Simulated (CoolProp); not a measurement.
Vapour-liquid equilibrium of R143a (1) + dimethyl ether (2) at -90.05 °C; x and y are mole fractions of (1).

The numbers come from the multi-fluid Helmholtz-energy mixture model, Lemmon and Jacobsen 2000 and Wu 2011; pair parameters Bell 2016 in CoolProp.

```
x      bubble pressure, mixture model (bar)  bubble pressure, Raoult's law (bar)  y, mixture model  y, Raoult's law
-----  ------------------------------------  -----------------------------------  ----------------  ---------------
0.05                                      …                              0.02039             0.228            0.186
0.125                               0.02718                              0.02476             0.434            0.382
0.2                                 0.03236                              0.02913                 …            0.520
0.275                               0.03718                              0.03350             0.650            0.622
0.35                                0.04169                              0.03787                 …            0.700
0.425                               0.04596                              0.04225                 …            0.762
0.5                                 0.05005                              0.04662             0.811            0.813
0.575                               0.05401                              0.05099             0.848            0.854
0.65                                0.05787                              0.05536                 …            0.890
0.725                               0.06168                              0.05973             0.908            0.920
0.8                                       …                              0.06410             0.935            0.945
0.875                               0.06929                              0.06848             0.960            0.968
0.95                                      …                              0.07285                 …            0.988
```

### Question
Fill in the missing entries.

### Answer

- 0.05, bubble pressure, mixture model (bar): 0.02153
- 0.2, y, mixture model: 0.562
- 0.35, y, mixture model: 0.716
- 0.425, y, mixture model: 0.768
- 0.65, y, mixture model: 0.880
- 0.8, bubble pressure, mixture model (bar): 0.06547
- 0.95, bubble pressure, mixture model (bar): 0.07315
- 0.95, y, mixture model: 0.984

The largest gap from Raoult's law is +11.1 % in bubble pressure, at x = 0.2. No azeotrope shows between x = 0.05 and 0.95.

The pair parameters rest on a limited set of measurements; away from them the model extrapolates.
